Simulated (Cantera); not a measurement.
Input: 1 mol Si, 2.9 mol NF3, 37 mol H2, held at 1425 °C and 0.690 bar.

Method: chemical equilibrium by Gibbs-energy minimisation in Cantera with the NASA 1993 tables (ideal gas, pure condensed phases). Candidate condensed phases: Si, Si3N4; 37 gas species. The tables' values for SiF3 are old estimates; treat these amounts as uncertain. Rates play no part.

### Question
What is the equilibrium state?

### Answer
```json
{
  "x(H2)": "0.828",
  "x(HF)": "0.113",
  "x(N2)": "0.0347",
  "x(SiF4)": "0.0229",
  "x(SiF3)": "0.000731",
  "x(SiHF3)": "0.000287",
  "x(H)": "0.000159",
  "x(SiF2)": "9.78e-6",
  "x(NH3)": "3.54e-6",
  "gas_amount": "41.82 mol",
  "log10 activity of Si(l) (absent)": "-5.51"
}
```
